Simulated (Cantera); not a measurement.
# Ignition delay

Mixture: 4.42 % C₃H₈, 20.1 % O₂, 75.5 % N₂, at 1000000 Pa, adiabatic and at constant pressure. Ignition delay is the time to a rise of 400 K.

Computed with Cantera and GRI-Mech 3.0 (53 species, 325 reactions). GRI-Mech 3.0 was tuned for natural gas; its chemistry of propane as a main component is partial and can be far from experiment.

```
T0 (K)  delay (ms)
------  ----------
1100          10.8
1200          1.70
1300         0.303
1400        0.0682
1500        0.0203
1600       0.00784
1700       0.00376
```

| Property | Result |
|---|---|
| apparent activation energy between 1500 and 1700 K | 180 kJ/mol |
